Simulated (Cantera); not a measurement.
A perfectly stirred reactor is fed with CH4 : H2 : O2 : N2 = 1 : 0.14 : 2.69 : 10.1 (molar parts), at 6.22 atm; it is adiabatic with a 750 K inlet, and is followed from long to short residence time, starting on the burning branch (τ in s: 0.46, 0.17, 0.062, 0.023, 0.0082, 0.003, 0.0011, 0.0004, 0.00015, 5.4e-05).

Model: GRI-Mech 3.0 (53 species, 325 reactions), integrated in Cantera.

Question: What does this change do: inlet temperature 750 to 525 K?

Answer: 
```json
[
 {"quantity": "blow-out, bracketed by the residence times tried", "before": "burning at 54.0 µs, the shortest tried", "after": "burning at 54.0 µs, the shortest tried"},
 {"quantity": "x(CH4) at τ = 0.460 s", "before": "1.10e-7", "after": "2.49e-7"},
 {"quantity": "x(H2) at τ = 0.460 s", "before": "0.000557", "after": "0.000210"},
 {"quantity": "x(O2) at τ = 0.460 s", "before": "0.0416", "after": "0.0431"},
 {"quantity": "x(NO) at τ = 0.460 s", "before": "0.00585", "after": "0.00277"},
 {"quantity": "x(C2H) at τ = 0.460 s", "before": "<1e-12", "after": "<1e-12"},
 {"quantity": "x(CH4) at τ = 3.00 ms", "before": "1.37e-5", "after": "2.51e-5"},
 {"quantity": "x(H2) at τ = 3.00 ms", "before": "0.000773", "after": "0.000480"},
 {"quantity": "x(O2) at τ = 3.00 ms", "before": "0.0446", "after": "0.0449"},
 {"quantity": "x(NO) at τ = 3.00 ms", "before": "0.000568", "after": "0.000121"},
 {"quantity": "x(C2H) at τ = 3.00 ms", "before": "1.96e-11", "after": "4.02e-11"}
]
```
